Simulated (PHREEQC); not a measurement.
## Silver or lead bath: an equilibrium model

Consider water at 20 °C with 86 mmol/kgw AgF and 1.5 mmol/kgw HNO3. Closed to the air; pH follows from the charge balance.

Computed with PHREEQC (ion-association model, wateq4f.dat).

Each row changes one thing in this solution. Precipitation was switched off in this run.

| case | pH | ionic strength (mol/kgw) | F- (mol/kgw) | HF (mol/kgw) | HF2- (mol/kgw) | H2F2 (mol/kgw) |
|---|---|---|---|---|---|---|
| as made | 4.84 | 0.0771 | 0.0753 | 0.00115 | 0.000324 | 4.19e-6 |
| HNO3 from 0.0015 to 0.003 mol/kgw | 4.53 | 0.0773 | 0.0737 | 0.00230 | 0.000634 | 1.67e-5 |
| AgF from 0.086 to 0.0946 mol/kgw | 4.88 | 0.0842 | 0.0824 | 0.00113 | 0.000349 | 4.04e-6 |
| AgF replaced by HF at the same molality | 2.10 | 0.00858 | 0.00585 | 0.0572 | 0.00123 | 0.0102 |
| AgF from 0.086 to 0.129 mol/kgw | 5.02 | 0.112 | 0.110 | 0.00105 | 0.000434 | 3.51e-6 |
| AgF from 0.086 to 0.0774 mol/kgw | 4.79 | 0.0700 | 0.0682 | 0.00117 | 0.000299 | 4.35e-6 |
